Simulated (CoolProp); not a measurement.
2000 sccm (0 °C, 1 atm) of nitrogen bubbles through liquid o-xylene at 362.6 K and leaves saturated at a total pressure of 0.15 MPa (ideal gas phase). Each further row changes one setting.

Computed with CoolProp (reference Helmholtz-energy equation of state, Zhou 2012).

| case | vapour pressure (kPa) | mole fraction of vapour | delivery (mg/min) | delivery (sccm) | change of delivery for a bath 1 K warmer (%) |
|---|---|---|---|---|---|
| as stated | 18.2 | ___ | ___ | 276 | 4.3 |
| bath temperature 367.6 K | ___ | 0.145 | 1610 | 340 | 4.3 |
| total pressure 0.3 MPa | 18.2 | 0.0606 | ___ | 129 | 4.0 |

### Question
Fill in the missing entries.

### Answer

- as stated, mole fraction of vapour: 0.121
- as stated, delivery (mg/min): 1310
- bath temperature 367.6 K, vapour pressure (kPa): 21.8
- total pressure 0.3 MPa, delivery (mg/min): 611
